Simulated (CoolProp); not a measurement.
A closed Brayton cycle with nitrogen: compressor inlet 327.15 K and 2.5 MPa, high pressure 5.26 MPa, turbine inlet 665 K, compressor efficiency 0.85, turbine efficiency 0.9, recuperator effectiveness 0.8 (on enthalpy, no pinch check). Each further row changes one setting.

Values from CoolProp's reference Helmholtz-energy equation of state, Span 2000.

```csv
case,thermal efficiency (%),net work (kJ/kg),compressor to turbine work,compressor exit (K),turbine exit (K)
as stated,___,25.7,0.79,418.8,553.6
turbine inlet 615 K,___,___,0.85,418.8,___
compressor inlet 337.15 K,15.2,22.7,0.81,___,553.6
high pressure 4.47 MPa,17.5,24.0,___,___,576.3
recuperator effectiveness 0.5,13.2,25.7,0.79,418.8,553.6
```

**Question.** What belongs in the gaps?

**Answer.** 
- as stated, thermal efficiency (%): 16.9
- turbine inlet 615 K, thermal efficiency (%): 12.3
- turbine inlet 615 K, net work (kJ/kg): 16.5
- turbine inlet 615 K, turbine exit (K): 511.1
- compressor inlet 337.15 K, compressor exit (K): 431.5
- high pressure 4.47 MPa, compressor to turbine work: 0.75
- high pressure 4.47 MPa, compressor exit (K): 397.1
